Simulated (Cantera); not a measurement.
A freely propagating, adiabatic, planar premixed flame of H2 : O2 : N2 = 1 : 0.51 : 1.92 (molar parts), equivalence ratio 0.98, unburnt at 600 K and 13300 Pa; mixture-averaged transport, grid criteria slope 0.08 and curve 0.16, no radiation.

Detailed kinetics in Cantera: the H2/O2 subset of GRI-Mech 3.0, which has no nitrogen chemistry. Burning velocities carry a grid error of a few per cent, more on coarse grids.

Task: Predict: laminar burning velocity; thermal thickness; peak x(O); peak x(OH); peak x(HO2).

Result: 
```
Quantity                     Value
------------------------  --------
laminar burning velocity  589 cm/s
thermal thickness          6.54 mm
peak x(O)                   0.0164
peak x(OH)                  0.0194
peak x(HO2)                5.06e-5
```
